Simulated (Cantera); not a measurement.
Charge: 1 mol Si, 0.64 mol Cl₂, 3 mol H₂, held at 1650 K and 1950 Torr.

Method: chemical equilibrium by Gibbs-energy minimisation in Cantera with the NASA 1993 tables (ideal gas, pure condensed phases). Candidate condensed phases: Si; 19 gas species. The tables' values for SiCl₃ are old estimates; treat these amounts as uncertain. The numbers say what is thermodynamically allowed, not how fast it happens.

Base state: H₂ 0.779, HCl 0.121, SiCl₂ 0.0669, SiCl₃ 0.0154, SiHCl₃ 0.00839, SiCl₄ 0.00777, SiH₂Cl₂ 0.00155, SiH₃Cl 8.59e-5 (mole fractions); condensed: Si(s).

Question: What changes in the equilibrium state with this change: temperature from 1650 K to 1023 K?

Answer: 
```json
[
 {"species": "H₂", "before": "0.779", "after": "0.882"},
 {"species": "SiCl₄", "before": "0.00777", "after": "0.0580"},
 {"species": "SiHCl₃", "before": "0.00839", "after": "0.0458"},
 {"species": "HCl", "before": "0.121", "after": "0.00945"},
 {"species": "SiCl₂", "before": "0.0669", "after": "0.000180"},
 {"species": "SiCl₃", "before": "0.0154", "after": "0.000703"},
 {"species": "H", "before": "4.97e-5", "after": "2.41e-9"},
 {"species": "SiH₂Cl₂", "before": "0.00155", "after": "0.00401"},
 {"species": "Si(s), mol", "before": "0.645", "after": "0.642"}
]
```
